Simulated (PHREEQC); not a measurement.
## Nickel, zinc or cadmium bath

Dissolve 0.0047 mol/kgw NiCl2 and 0.00019 mol/kgw H3BO3 at 25 °C. Closed to the air; pH follows from the charge balance.

All values are PHREEQC results (ion-association model, wateq4f.dat), not measurements.

Precipitation was switched off in this run.

**Question.** What pH does the model give?

**Answer.** pH 6.14.

**Question.** In which forms is Ni present?

**Answer.** Ni+2 99 %, NiCl+ 1.4 % of the Ni.

Species that the database lacks are ignored.
